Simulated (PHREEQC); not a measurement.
Synthetic water in mmol/kgw, 25 °C, pH 6.29, pe 13: Na 37.6; K 1.63; Ca 32.9; Mg 9.58; Cl 120; S(6) 2.46; Alkalinity (meq/kgw) 9.5e-10; O(0) (counted as O atoms) 0.162.

Valence states are taken as typed.

Equilibrium calculation in PHREEQC: ion-association model, wateq4f.dat.

Precipitation was switched off in this run.

Question: Order these S species by the share of S that they hold, largest first: MgSO4, NaSO4-, KSO4-, SO4-2, CaSO4.

Answer: SO4-2 (51 %), CaSO4 (34 %), MgSO4 (12 %), NaSO4- (3.0 %), KSO4- (0.18 %)

Question: Order these C species by the share of C that they hold, largest first: HCO3-, MgHCO3+, NaHCO3, CaHCO3+, CO2.

Answer: HCO3- (49 %), CO2 (41 %), CaHCO3+ (6.7 %), MgHCO3+ (2.0 %), NaHCO3 (0.57 %)

The ionic strength is 0.165 mol/kgw.
